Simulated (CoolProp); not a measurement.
Vapour pressure (kPa) of carbonyl sulfide: the reference equation beside estimates from Tc = 378.8 K, pc = 6369 kPa, ω = 0.098. Clausius-Clapeyron is anchored at 249.3 K with a constant enthalpy of vaporisation of 17.43 kJ/mol.

Model: reference Helmholtz-energy equation of state, Lemmon 2006, in CoolProp. It is a short technical equation, of lower accuracy than the large ones.

| T (K) | reference | Clausius-Clapeyron | van der Waals | Peng-Robinson |
|---|---|---|---|---|
| 249.3 | 297.5 | 297.5 | 925.4 | 298.3 |
| 265.8 | 519.3 | 501.4 | 1293 | 519.2 |
| 282.3 | 845.7 | 795.0 | 1745 | 845.0 |
| 298.8 | 1302 | 1198 | 2288 | 1302 |
| 315.3 | 1916 | 1729 | 2927 | 1920 |
| 331.8 | 2715 | 2407 | 3667 | 2728 |
| 348.3 | 3733 | 3247 | 4514 | 3759 |
| 364.9 | 5023 | 4269 | 5477 | 5057 |

Absolute difference from the reference over all 8 rows, mean and median: Clausius-Clapeyron 8.3 and 8.9 %, van der Waals 82.5 and 64.2 %, Peng-Robinson 0.3 and 0.2 %.
